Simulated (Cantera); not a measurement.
An adiabatic, constant-volume homogeneous reactor starts with CO : H2 : O2 : N2 : CO2 = 1 : 0.98 : 0.45 : 2.25 : 0.48 (molar parts), equivalence ratio 2.2, at 1373 K and 210000 Pa.

Detailed kinetics in Cantera: GRI-Mech 3.0 (53 species, 325 reactions). The hydrogen kinetics of GRI-Mech 3.0 are dated; newer H2 mechanisms differ, most at raised pressure.

Q: Predict: time of steepest temperature rise; temperature at 8.00 s; equilibrium temperature; x(CO) at 8.00 s; x(H2) at 8.00 s; x(O2) at 8.00 s; x(H2O2) at 8.00 s; x(NO) at 8.00 s.

A: 
```json
{
  "time_of_steepest_temperature_rise": "16.1 µs",
  "temperature at 8.00 s": "2679 K",
  "equilibrium_temperature": "2679 K",
  "x(CO) at 8.00 s": "0.192 (gas-phase equilibrium 0.192)",
  "x(H2) at 8.00 s": "0.0391 (gas-phase equilibrium 0.0391)",
  "x(O2) at 8.00 s": "0.000822 (gas-phase equilibrium 0.000822)",
  "x(H2O2) at 8.00 s": "9.10e-8 (gas-phase equilibrium 9.10e-8)",
  "x(NO) at 8.00 s": "0.00150 (gas-phase equilibrium 0.00150)"
}
```
